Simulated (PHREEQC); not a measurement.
A PHREEQC input (ion-association model, wateq4f.dat):

```
SOLUTION 1
  temp 45
  units mg/L
  pH 6.29
  pe 10.4
  Na 0.947
  K 0.0216
  Ca 1.83
  Mg 0.712
  Cl 2.71 charge
  Li 0.1 charge
  S(6) 3.59 as SO4
  Alkalinity 2.23 as HCO3
  Cd 0.0454
  Zn 0.0519
  Ni 0.00479
  Si 0.00455 as SiO2
END
USE solution 1
EQUILIBRIUM_PHASES 1
  Chalcedony 0 0
  Quartz 0 0.5
  CO2(g) -2.5 10
END
```

It stops with these messages:

```
ERROR: Charge balance specified for more than one species.
ERROR: Program terminating due to input errors.
```

The fault: two constituents marked charge. The line should read `Cl 2.71` where the input has `Cl 2.71 charge / Li 0.1 charge`. With the mend the run ends at pH 6.02 and ionic strength 0.000303 mol/kgw.
